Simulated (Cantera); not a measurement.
A perfectly stirred reactor is fed with CH4 : O2 : N2 = 1 : 2.5 : 15.2 (molar parts), equivalence ratio 0.80, at 5.00 bar; it is adiabatic with a 350 K inlet, and is followed from long to short residence time, starting on the burning branch (τ in s: 0.023, 0.008, 0.0027, 0.00093, 0.00032, 0.00011, 3.8e-05, 1.3e-05, 4.4e-06).

Model: GRI-Mech 3.0 (53 species, 325 reactions), integrated in Cantera.

What does this change do: inlet temperature 350 to 623 K?


| quantity | before | after |
|---|---|---|
| blow-out, bracketed by the residence times tried | burning at 2.70 ms, out at 0.930 ms | burning at 0.320 ms, out at 0.110 ms |
| x(CH4) at τ = 23.0 ms | 4.27e-5 | 1.61e-5 |
| x(O2) at τ = 23.0 ms | 0.0271 | 0.0268 |
| x(OH) at τ = 23.0 ms | 0.000306 | 0.000672 |
| x(NO) at τ = 23.0 ms | 3.24e-6 | 1.70e-5 |
| x(H2O2) at τ = 23.0 ms | 2.00e-7 | 1.25e-7 |
| x(CH4) at τ = 0.320 ms | 0.0535 | 0.000353 |
| x(O2) at τ = 0.320 ms | 0.134 | 0.0313 |
| x(OH) at τ = 0.320 ms | <1e-12 | 0.00166 |
| x(NO) at τ = 0.320 ms | <1e-12 | 1.31e-5 |
| x(H2O2) at τ = 0.320 ms | <1e-12 | 7.01e-7 |

What does this change do: pressure from 5.00 bar to 3.90 bar?


| quantity | before | after |
|---|---|---|
| blow-out, bracketed by the residence times tried | burning at 2.70 ms, out at 0.930 ms | burning at 2.70 ms, out at 0.930 ms |
| x(CH4) at τ = 23.0 ms | 4.27e-5 | 4.28e-5 |
| x(O2) at τ = 23.0 ms | 0.0271 | 0.0271 |
| x(OH) at τ = 23.0 ms | 0.000306 | 0.000378 |
| x(NO) at τ = 23.0 ms | 3.24e-6 | 3.85e-6 |
| x(H2O2) at τ = 23.0 ms | 2.00e-7 | 2.08e-7 |
| x(CH4) at τ = 0.320 ms | 0.0535 | 0.0535 |
| x(O2) at τ = 0.320 ms | 0.134 | 0.134 |
| x(OH) at τ = 0.320 ms | <1e-12 | <1e-12 |
| x(NO) at τ = 0.320 ms | <1e-12 | <1e-12 |
| x(H2O2) at τ = 0.320 ms | <1e-12 | <1e-12 |
